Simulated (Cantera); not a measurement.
**Catalytic stagnation flow on Pt**

A jet of 1.49 % CH4, 7.70 % O2, 90.8 % N2, equivalence ratio 0.39 at 300 K and 9400 Pa hits a platinum plate 8.5 cm away at a mass flux of 0.1 kg/m²/s; the plate temperature is set and raised in steps from an oxygen-covered start.

Cantera simulation using Deutschmann's 1995 Pt surface mechanism with GRI-Mech 3.0 gas chemistry; the numbers are that mechanism's predictions, not measurements. Catalytic surfaces can have several steady states; this one follows from the mechanism file's or the stated starting coverage.

```csv
plate T (K),wall x CH4,wall x O2,wall x H2O,wall x OH,wall x CO,wall x CO2,θ free Pt,θ O*
850,0.0113,0.0692,0.00687,<1e-8,3.21e-6,0.00448,0.158,0.841
900,0.00872,0.0638,0.0116,2.05e-8,3.56e-6,0.00758,0.225,0.774
950,0.00647,0.0591,0.0158,6.45e-8,3.66e-6,0.0103,0.297,0.702
1000,0.00480,0.0555,0.0188,1.74e-7,3.69e-6,0.0123,0.370,0.629
1050,0.00365,0.0531,0.0209,4.16e-7,3.76e-6,0.0137,0.442,0.557
1100,0.00287,0.0515,0.0223,9.01e-7,3.92e-6,0.0146,0.511,0.488
1150,0.00233,0.0504,0.0232,1.80e-6,4.20e-6,0.0152,0.576,0.423
1200,0.00195,0.0497,0.0239,3.35e-6,4.62e-6,0.0157,0.637,0.363
```
x: mole fraction at the wall; θ: surface coverage.
